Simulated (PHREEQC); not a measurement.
# Ultrapure water in contact with air or piping: an equilibrium model

Model water analysis in mg/L, 4.8 °C, pH 6.45, pe 2.7: Na 0.166; K 0.0294; Ca 0.928; Mg 0.0122; Cl 0.567; S(6) as SO4 1.32; Alkalinity as HCO3 0.89; Si as SiO2 0.0612; Zn 0.071; Fe(2) 0.0143.

Valence states are taken as typed.

Model: ion-association model, wateq4f.dat, run in PHREEQC.

This is a speciation only: nothing precipitates in the calculation.

Estimate the charge-balance error.

charge-balance error -0.1 %.

In which forms is C present?

CO2 54 %, HCO3- 46 % of the C.

Species that the database lacks are ignored. Constants without temperature data keep their 25 °C values here.
